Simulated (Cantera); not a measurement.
# Iron carbonyl, mercury and lead vapours: PbO + N₂

Feed: 1 mol PbO, 29 mol N₂, held at 1.35 Torr.

These are equilibrium values from Cantera (NASA tables, ideal gas, pure condensed phases), not measurements of a reactor. Candidate condensed phases: Pb, PbO, PbO₂, Pb₃O₄; 12 gas species. Rates play no part.

| T (K) | x N₂ | x PbO | x Pb | x O₂ | n PbO(l) |
|---|---|---|---|---|---|
| 1173 | 0.973 | 0.0215 | 0.00354 | 0.00176 | 0.255 |
| 1223 | 0.964 | 0.0273 | 0.00592 | 0.00295 | 0 |
| 1273 | 0.963 | 0.0254 | 0.00781 | 0.00388 | 0 |
| 1323 | 0.962 | 0.0232 | 0.00994 | 0.00493 | 0 |
| 1373 | 0.961 | 0.0209 | 0.0122 | 0.00606 | 0 |
| 1423 | 0.960 | 0.0185 | 0.0146 | 0.00723 | 0 |
| 1473 | 0.958 | 0.0161 | 0.0170 | 0.00837 | 0 |
| 1523 | 0.957 | 0.0138 | 0.0192 | 0.00946 | 0 |
| 1573 | 0.956 | 0.0117 | 0.0213 | 0.0104 | 0 |
| 1623 | 0.955 | 0.00978 | 0.0232 | 0.0113 | 0 |
x: gas mole fraction; n: condensed amount in mol.

At 1173 K the condensed part is PbO(l). From 1223 K to 1623 K nothing is condensed. The main Pb-bearing gas is PbO at 1173 K and Pb at 1623 K.
